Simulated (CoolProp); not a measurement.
Values from CoolProp's reference Helmholtz-energy equation of state, de Vries 1995.

Question: For R124, give the phase and the speed of sound (m/s), Prandtl number at 208.1 K and 12.9 bar; 208.1 K and 19.4 bar; 208.1 K and 64.7 bar.

Answer: 
- 208.1 K and 12.9 bar: liquid; speed of sound 903, Prandtl number 9.00
- 208.1 K and 19.4 bar: liquid; speed of sound 906, Prandtl number 9.05
- 208.1 K and 64.7 bar: liquid; speed of sound 927, Prandtl number 9.37

Viscosity comes from a separate model (Bell 2016), an estimate that may be off by 10 % or more. Thermal conductivity comes from a separate model (Huber 2003), an estimate that may be off by 10 % or more.
